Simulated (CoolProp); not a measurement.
Acetone along the isotherm 416.4 K: Z from the reference equation and from simpler models built on Tc = 508.1 K, pc = 46.92 bar, ω = 0.307; each cubic takes its own stable root.

The numbers come from the reference Helmholtz-energy equation of state, Lemmon 2006 in CoolProp. It is a short technical equation, of lower accuracy than the large ones.

```csv
p (bar),phase,reference,van der Waals,Redlich-Kwong,Soave-Redlich-Kwong,Peng-Robinson
0.371,gas,0.9935,0.9962,0.9953,0.9948,0.9945
0.844,gas,0.9851,0.9914,0.9892,0.9882,0.9874
1.92,gas,0.9655,0.9802,0.9751,0.9728,0.9709
4.37,gas,0.9183,0.9538,0.9418,0.9362,0.9320
22.6,liquid,0.05971,0.1162,0.08225,0.07757,0.06841
51.5,liquid,0.1341,0.2513,0.1814,0.1728,0.1527
117,liquid,0.2968,0.5347,0.3910,0.3773,0.3348
```
